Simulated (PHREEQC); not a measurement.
Solution (25 °C): 0.059 mol/kgw HCl, 0.0072 mol/kgw CuSO4 and 0.105 mol/kgw CuCl2. Closed to the air; pH follows from the charge balance.

Model: ion-association model, wateq4f.dat, run in PHREEQC.

No solid was allowed to form.

Task: Predict the pH.

Result: pH 1.36.

Task: In which forms is Cu present?

Result: Cu+2 82 %, CuCl+ 15 %, CuSO4 2.0 %, CuCl2 0.8 % of the Cu.
